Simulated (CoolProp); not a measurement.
Properties of toluene along the isotherm 620 K.

Computed with CoolProp (reference Helmholtz-energy equation of state, Lemmon 2006). It is a short technical equation, of lower accuracy than the large ones.

| p (MPa) | phase | Z | cp (kJ/(kg K)) | speed of sound (m/s) | isothermal compressibility (1/MPa) | expansivity (1/kK) | viscosity (µPa s) |
|---|---|---|---|---|---|---|---|
| 0.794 | gas | 0.9373 | 2.227 | 227.7 | 1.347 | 1.995 | 14.3 |
| 1.59 | gas | 0.8696 | 2.293 | 212.6 | 0.7310 | 2.549 | 14.5 |
| 2.38 | gas | 0.7960 | 2.393 | 196.0 | 0.5433 | 3.398 | 14.8 |
| 3.17 | gas | 0.7138 | 2.561 | 177.5 | 0.4711 | 4.831 | 15.4 |
| 3.97 | gas | 0.6173 | 2.896 | 156.5 | 0.4653 | 7.688 | 16.5 |
| 4.76 | supercritical | 0.4997 | 3.771 | 133.0 | 0.5532 | 15.14 | 19.0 |
| 5.55 | supercritical | 0.3451 | 6.055 | 116.3 | 0.6747 | 34.23 | 28.3 |
| 6.35 | supercritical | 0.2938 | 4.056 | 160.7 | 0.1799 | 14.19 | 41.8 |
| 7.14 | supercritical | 0.2997 | 3.452 | 203.7 | 0.08734 | 8.540 | 49.0 |
| 7.94 | supercritical | 0.3151 | 3.208 | 238.1 | 0.05651 | 6.358 | 54.0 |
| 8.73 | supercritical | 0.3335 | 3.076 | 266.5 | 0.04180 | 5.211 | 58.0 |
| 9.52 | supercritical | 0.3532 | 2.991 | 291.1 | 0.03315 | 4.485 | 61.3 |
| 10.3 | supercritical | 0.3732 | 2.930 | 312.8 | 0.02752 | 3.984 | 64.2 |

The peak of cp marks the crossing from liquid-like to gas-like fluid above the critical point.

Viscosity comes from a separate model (Avgeri 2015).
